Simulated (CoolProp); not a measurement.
Vapour-liquid equilibrium of R134a (1) + dimethyl ether (2) at 5.64 bar; x and y are mole fractions of (1).

Computed with CoolProp (multi-fluid Helmholtz-energy mixture model, Tillner-Roth 1994 and Wu 2011; pair parameters Bell 2016).

```json
[
 {"x": "0.05", "bubble temperature (K)": "296.9", "y at the bubble point": "0.044", "dew temperature at overall composition x (K)": "296.9", "liquid density (mol/L)": "14.28"},
 {"x": "0.125", "bubble temperature (K)": "297.2", "y at the bubble point": "0.116", "dew temperature at overall composition x (K)": "297.2", "liquid density (mol/L)": "14.08"},
 {"x": "0.2", "bubble temperature (K)": "297.4", "y at the bubble point": "0.194", "dew temperature at overall composition x (K)": "297.4", "liquid density (mol/L)": "13.88"},
 {"x": "0.275", "bubble temperature (K)": "297.5", "y at the bubble point": "0.276", "dew temperature at overall composition x (K)": "297.5", "liquid density (mol/L)": "13.69"},
 {"x": "0.35", "bubble temperature (K)": "297.4", "y at the bubble point": "0.361", "dew temperature at overall composition x (K)": "297.4", "liquid density (mol/L)": "13.50"},
 {"x": "0.425", "bubble temperature (K)": "297.1", "y at the bubble point": "0.447", "dew temperature at overall composition x (K)": "297.2", "liquid density (mol/L)": "13.32"},
 {"x": "0.5", "bubble temperature (K)": "296.8", "y at the bubble point": "0.531", "dew temperature at overall composition x (K)": "296.9", "liquid density (mol/L)": "13.14"},
 {"x": "0.575", "bubble temperature (K)": "296.3", "y at the bubble point": "0.613", "dew temperature at overall composition x (K)": "296.6", "liquid density (mol/L)": "12.96"},
 {"x": "0.65", "bubble temperature (K)": "295.8", "y at the bubble point": "0.691", "dew temperature at overall composition x (K)": "296.1", "liquid density (mol/L)": "12.79"},
 {"x": "0.725", "bubble temperature (K)": "295.2", "y at the bubble point": "0.765", "dew temperature at overall composition x (K)": "295.5", "liquid density (mol/L)": "12.62"},
 {"x": "0.8", "bubble temperature (K)": "294.6", "y at the bubble point": "0.835", "dew temperature at overall composition x (K)": "294.9", "liquid density (mol/L)": "12.46"},
 {"x": "0.875", "bubble temperature (K)": "293.9", "y at the bubble point": "0.900", "dew temperature at overall composition x (K)": "294.1", "liquid density (mol/L)": "12.29"},
 {"x": "0.95", "bubble temperature (K)": "293.2", "y at the bubble point": "0.961", "dew temperature at overall composition x (K)": "293.3", "liquid density (mol/L)": "12.13"}
]
```

y crosses x between x = 0.2 and 0.275: the model has an azeotrope there.

Pair parameters are fitted to limited data, so mixtures are less certain than the pure fluids.
